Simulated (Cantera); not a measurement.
Input: 1 mol SiH2Cl2, 0.17 mol O2, 98 mol N2, 0.64 mol H2O, held at 1330 Pa.

Equilibrium computed with Cantera from the NASA thermochemical tables; the gas is ideal and each condensed phase is pure. Candidate condensed phases: H2O, NH4Cl, Si, SiO2, Si2N2O, Si3N4; 47 gas species. The numbers say what is thermodynamically allowed, not how fast it happens.

At 1577 °C, list the 6 most abundant gas species with their mole fractions, and the condensed phases.

N2 0.964, HCl 0.0185, SiO 0.00964, H2 0.00670, Cl 0.000800, H 0.000382. Condensed: gas only.
